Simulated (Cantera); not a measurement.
Input (Python, Cantera):

```python
import numpy as np
import cantera as ct

gas = ct.Solution("gri30.yaml")
gas.TPX = 1225, 1333, {'H2': 0.29, 'O2': 1}
reactor = ct.IdealGasConstPressureReactor(gas, energy="off", clone=False)
net = ct.ReactorNet([reactor])
net.rtol, net.atol = 1e-08, 1e-18
show = ['H2', 'O2', 'OH', 'H2O2', 'H', 'O']
times = np.geomspace(8e-06, 200, 15)

steps = ct.SolutionArray(gas, extra=["t"])
rows = []
print(f"{'t/s':>10s}{'T/K':>9s}{'P/Pa':>11s}" + "".join(f"{s:>11s}" for s in show))
for t in times:
    while net.time < t:
        t_next = net.step()
        steps.append(gas.state, t=t_next)
    rows.append([np.interp(t, steps.t, y) for y in (steps.T, steps.P, *steps(*show).X.T)])
    print(f"{t:10.3e}{rows[-1][0]:9.1f}{rows[-1][1]:11.4g}" + "".join(f"{x:11.3e}" for x in rows[-1][2:]))
rate = np.gradient(steps.T, steps.t)
print("integrator steps:", len(steps.t))
if steps.T.max() > steps.T[0] + 200:
    print(f"time of steepest temperature rise: {steps.t[rate.argmax()]:.4e} s")
gas.TPX = 1225, 1333, {'H2': 0.29, 'O2': 1}
gas.equilibrate("TP")
print(f"equilibrium (TP): T = {gas.T:.1f} K  " + "  ".join(f"{s} {gas[s].X[0]:.3e}" for s in show))
```

Result:

```
       t/s      T/K       P/Pa         H2         O2         OH       H2O2          H          O
 8.000e-06   1225.0       1333  2.248e-01  7.752e-01  1.416e-10  1.836e-13  1.909e-09  1.539e-10
 2.701e-05   1225.0       1333  2.248e-01  7.752e-01  1.185e-09  2.090e-12  6.218e-09  1.493e-09
 9.119e-05   1225.0       1333  2.248e-01  7.752e-01  9.885e-09  2.378e-11  3.079e-08  1.511e-08
 3.079e-04   1225.0       1333  2.248e-01  7.752e-01  4.608e-07  2.726e-10  1.270e-06  7.453e-07
 1.039e-03   1225.0       1333  9.982e-02  7.068e-01  1.419e-02  4.927e-07  5.579e-02  3.334e-02
 3.509e-03   1225.0       1333  1.018e-02  6.634e-01  1.099e-02  3.235e-07  6.284e-02  6.906e-02
 1.185e-02   1225.0       1333  5.799e-03  7.062e-01  8.508e-03  4.272e-07  2.303e-02  3.481e-02
 4.000e-02   1225.0       1333  9.325e-04  7.403e-01  3.441e-03  3.620e-07  1.337e-03  5.244e-03
 1.350e-01   1225.0       1333  7.218e-05  7.459e-01  9.626e-04  1.260e-07  2.873e-05  4.061e-04
 4.559e-01   1225.0       1333  8.334e-06  7.465e-01  3.307e-04  3.649e-08  1.158e-06  4.770e-05
 1.539e+00   1225.0       1333  1.475e-06  7.467e-01  1.401e-04  1.091e-08  8.798e-08  8.563e-06
 5.197e+00   1225.0       1333  3.355e-07  7.467e-01  6.711e-05  3.357e-09  9.670e-09  1.965e-06
 1.755e+01   1225.0       1333  9.713e-08  7.467e-01  3.616e-05  1.192e-09  1.518e-09  5.709e-07
 5.924e+01   1225.0       1333  5.531e-08  7.467e-01  2.726e-05  7.669e-10  6.540e-10  3.245e-07
 2.000e+02   1225.0       1333  5.404e-08  7.467e-01  2.694e-05  7.539e-10  6.317e-10  3.170e-07
integrator steps: 2094
equilibrium (TP): T = 1225.0 K  H2 5.404e-08  O2 7.467e-01  OH 2.694e-05  H2O2 7.539e-10  H 6.317e-10  O 3.170e-07
```

Model: GRI-Mech 3.0 (53 species, 325 reactions), integrated in Cantera. Radical loss at walls, strong at low pressure, is not modelled. The temperature is held fixed by assumption; the heat of reaction is taken as removed at once.
